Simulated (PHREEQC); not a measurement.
Dissolve 1.7 mmol/kgw HF and 22 mmol/kgw NH3 at 12 °C. Closed to the air; pH follows from the charge balance.

All values are PHREEQC results (ion-association model, phreeqc.dat), not measurements.

```
Item                            Value
--------------------  ---------------
pH                              10.71
ionic strength        0.00189 mol/kgw
specific conductance        189 µS/cm
total alkalinity          20.3 meq/kg
```

```csv
species,molality,activity,log γ
NH3,0.0201,0.0201,0.000
NH4+,0.00189,0.00180,-0.021
F-,0.00170,0.00162,-0.021
OH-,0.000189,0.000180,-0.021
```

This is a speciation only: nothing precipitates in the calculation. At this temperature some constants are extrapolated from 25 °C, and those without enthalpy data are left unchanged.
